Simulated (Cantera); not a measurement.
Feed: 1 mol CsOH, 2.2 mol H2, a varied amount of O2, equilibrated at 1300 °C and 7.50 Torr.

Method: chemical equilibrium by Gibbs-energy minimisation in Cantera with the NASA 1993 tables (ideal gas, pure condensed phases). Candidate condensed phases: Cs, CsOH, H2O; 15 gas species. The numbers say what is thermodynamically allowed, not how fast it happens.

Question: At 2.5 mol O2, list the 5 most abundant gas species with their mole fractions, and the condensed phases.

Answer: H2O 0.478, O2 0.304, CsOH 0.215, Cs 0.00161, OH 0.00109. Condensed: gas only.
